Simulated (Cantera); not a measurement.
An adiabatic, constant-volume homogeneous reactor starts with CH4 : O2 : N2 = 1 : 1.25 : 11.8 (molar parts), equivalence ratio 1.6, at 1050 K and 220000 Pa. Integrator tolerance rtol = 1e-08.

Computed with Cantera and GRI-Mech 3.0 (53 species, 325 reactions).

Q: What does this change do: N2 11.8 to 4.2 parts?

A: 
| quantity | before | after |
|---|---|---|
| temperature at 0.600 s | 1107 K | 2784 K |
| equilibrium temperature | 2043 K | 2784 K |
| x(CH4) at 0.600 s | 0.0647 (gas-phase equilibrium 6.01e-11) | 2.76e-11 (gas-phase equilibrium 3.14e-11) |
| x(O2) at 0.600 s | 0.0835 (gas-phase equilibrium 9.49e-8) | 0.000207 (gas-phase equilibrium 0.000207) |
| x(C2H2) at 0.600 s | 5.47e-7 (gas-phase equilibrium <1e-12) | <1e-12 (gas-phase equilibrium <1e-12) |
| x(CH2) at 0.600 s | 2.52e-11 (gas-phase equilibrium <1e-12) | 8.16e-12 (gas-phase equilibrium 8.81e-12) |
| x(H2) at 0.600 s | 0.00188 (gas-phase equilibrium 0.0511) | 0.0964 (gas-phase equilibrium 0.0964) |
| time of steepest temperature rise | not reached | 0.234 s |
